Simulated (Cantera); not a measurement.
# Iron carbonyl, mercury and lead vapours: Pb + H₂

Input: 1 mol Pb, 1.2 mol H₂, held at 44.0 mbar.

Cantera equilibrium calculation (NASA polynomials, part measured and part estimated; ideal gas, pure solids and liquids). Candidate condensed phases: Pb; 4 gas species. Kinetics and transport are ignored.

```csv
T (°C),x H₂,x Pb,x Pb₂,x H,n Pb(s),n Pb(l)
177,1.00,<1e-12,<1e-12,<1e-12,1.00,0
277,1.00,3.47e-12,<1e-12,<1e-12,1.00,0
377,1.00,2.13e-9,<1e-12,<1e-12,0,1.00
477,1.00,2.15e-7,<1e-12,1.51e-12,0,1.00
577,1.000,7.23e-6,1.60e-12,9.77e-11,0,1.000
677,1.000,0.000114,1.64e-10,2.65e-9,0,1.000
777,0.999,0.00106,6.78e-9,3.86e-8,0,0.999
877,0.993,0.00658,1.44e-7,3.55e-7,0,0.992
977,0.970,0.0304,1.85e-6,2.27e-6,0,0.962
1077,0.889,0.111,1.60e-5,1.07e-5,0,0.850
```
x: gas mole fraction; n: condensed amount in mol.

From 177 °C to 277 °C the condensed part is Pb(s). From 377 °C to 1077 °C the condensed part is Pb(l).
